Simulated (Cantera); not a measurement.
# Adiabatic ignition

An adiabatic, constant-pressure homogeneous reactor starts with CH₄ : H₂ : O₂ : N₂ : H₂O = 1 : 0.079 : 0.816 : 3.07 : 0.12 (molar parts), at 1248 K and 500000 Pa.

Detailed kinetics in Cantera: GRI-Mech 3.0 (53 species, 325 reactions).

```tsv
t (s)	T (K)	x CH₄	x H₂	x O₂	x C₂H	x HCO
7.00e-6	1248	0.197	0.0155	0.160	<1e-12	<1e-12
2.42e-5	1248	0.197	0.0155	0.160	<1e-12	<1e-12
8.39e-5	1248	0.197	0.0155	0.160	<1e-12	1.44e-12
0.000290	1248	0.197	0.0155	0.160	<1e-12	1.63e-10
0.00101	1253	0.196	0.0154	0.160	<1e-12	1.71e-9
0.00348	1315	0.184	0.0172	0.151	<1e-12	6.70e-8
0.0121	2062	0.00178	0.234	9.15e-9	1.22e-7	1.22e-7
0.0417	2048	2.14e-5	0.244	6.55e-9	9.85e-11	1.16e-7
0.144	2048	1.58e-8	0.244	6.56e-9	<1e-12	1.16e-7
0.500	2048	1.57e-8	0.244	6.56e-9	<1e-12	1.16e-7
```
x: mole fraction; the columns are a selection and need not sum to one.

```yaml
time_of_steepest_temperature_rise: 4.31 ms
temperature at 0.500 s: 2048 K
equilibrium_temperature: 2048 K
x(CH₄) at 0.500 s: 1.57e-8 (gas-phase equilibrium 1.78e-8)
x(H₂) at 0.500 s: 0.244 (gas-phase equilibrium 0.244)
x(O₂) at 0.500 s: 6.56e-9 (gas-phase equilibrium 6.56e-9)
```
